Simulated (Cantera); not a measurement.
Feed: 1 mol c-C4F8, 0.064 mol CH4, 1.2 mol H2, equilibrated at 2052 °C and 133 Pa.

Method: chemical equilibrium by Gibbs-energy minimisation in Cantera with the NASA 1993 tables (ideal gas, pure condensed phases). Candidate condensed phases: C, C6H6, C7H8, C8H18; 95 gas species. The feed counts by its element totals alone. Gases not in the tables: C2F6 and larger saturated fluorocarbons. Rates play no part.

Base state: F 0.481, HF 0.378, CF2 0.130, CF 0.00877, CF4 0.00181, CF3 0.000879, H 9.13e-5, C3 1.98e-5 (mole fractions); condensed: C(graphite).

Q: What changes in the equilibrium state with this change: temperature from 2052 °C to 1550 °C?

A: 
```csv
species,before,after
HF,0.378,0.644
CF4,0.00181,0.301
CF2,0.130,0.0335
F,0.481,0.0189
C3,1.98e-5,<1e-9
CF,0.00877,3.35e-5
H,9.13e-5,9.01e-7
CF3,0.000879,0.00166
"C(graphite), mol",3.07,2.68
```

Q: What changes in the equilibrium state with this change: pressure from 133 Pa to 17000 Pa?

A: 
```
species            before    after
----------------  -------  -------
HF                  0.378    0.600
CF4               0.00181    0.220
CF2                 0.130    0.127
F                   0.481   0.0420
CHF3              9.13e-8  1.81e-5
C3                1.98e-5  1.55e-7
C(graphite), mol     3.07     2.48
```
The tables' values for C2F4 are old estimates; treat these amounts as uncertain.
